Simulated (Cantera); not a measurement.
**Thermodynamics of aluminium nitride and oxide growth, feed Al + H2O + H2**

Charge: 1 mol Al, a varied amount of H2O, 1.4 mol H2, held at 1425 °C and 0.0100 bar.

Method: chemical equilibrium by Gibbs-energy minimisation in Cantera with the NASA 1993 tables (ideal gas, pure condensed phases). Candidate condensed phases: Al, Al2O3, H2O; 19 gas species. Mutual solubility and eutectic melting of coexisting phases are not modelled. The numbers say what is thermodynamically allowed, not how fast it happens.

| n(H2O) (mol) | x H2 | x Al2O | x Al | x H | n Al(l) | n Al2O3(s) |
|---|---|---|---|---|---|---|
| 0.3 | 0.943 | 0.0304 | 0.0233 | 0.00141 | 0.683 | 0.0818 |
| 0.39 | 0.943 | 0.0304 | 0.0233 | 0.00141 | 0.616 | 0.111 |
| 0.51 | 0.943 | 0.0304 | 0.0233 | 0.00141 | 0.528 | 0.150 |
| 0.66 | 0.943 | 0.0304 | 0.0233 | 0.00141 | 0.418 | 0.198 |
| 0.86 | 0.943 | 0.0304 | 0.0233 | 0.00141 | 0.270 | 0.262 |
| 1.1 | 0.943 | 0.0304 | 0.0233 | 0.00141 | 0.0939 | 0.340 |
| 1.5 | 0.999 | 1.16e-6 | 1.13e-5 | 0.00145 | 0 | 0.500 |
x: gas mole fraction; n: condensed amount in mol.

From 0.3 mol H2O to 1.1 mol H2O the condensed part is Al(l) + Al2O3(s). At 1.5 mol H2O the condensed part is Al2O3(s). The main Al-bearing gas is Al2O at 0.3 mol H2O and Al at 1.5 mol H2O. The share of Al in condensed phases is highest at 1.5 mol H2O (100.0 %) and lowest at 1.1 mol H2O (77.4 %).
